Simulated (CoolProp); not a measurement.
Properties of the fluoroketone C6F12O (FK-5-1-12) at several states.

Computed with CoolProp (reference Helmholtz-energy equation of state, McLinden 2015).

```json
[
 {"T (°C)": "-52.65", "p (MPa)": "4.8", "phase": "liquid", "cv (kJ/(kg K))": "0.8821", "speed of sound (m/s)": "777.3"},
 {"T (°C)": "-86.25", "p (MPa)": "1.63", "phase": "liquid", "cv (kJ/(kg K))": "(withheld)", "speed of sound (m/s)": "(withheld)"},
 {"T (°C)": "116.45", "p (MPa)": "3.52", "phase": "liquid", "cv (kJ/(kg K))": "(withheld)", "speed of sound (m/s)": "283.2"},
 {"T (°C)": "-68.35", "p (MPa)": "0.651", "phase": "liquid", "cv (kJ/(kg K))": "0.8898", "speed of sound (m/s)": "(withheld)"},
 {"T (°C)": "179.35", "p (MPa)": "4.22", "phase": "supercritical", "cv (kJ/(kg K))": "(withheld)", "speed of sound (m/s)": "148.9"},
 {"T (°C)": "-81.65", "p (MPa)": "0.35", "phase": "liquid", "cv (kJ/(kg K))": "0.9011", "speed of sound (m/s)": "856.9"}
]
```

Problem. Some entries are withheld; supply them.

Solution. 
- -86.25, cv (kJ/(kg K)): 0.9064
- -86.25, speed of sound (m/s): 876.6
- 116.45, cv (kJ/(kg K)): 0.9623
- -68.35, speed of sound (m/s): 812.9
- 179.35, cv (kJ/(kg K)): 1.034
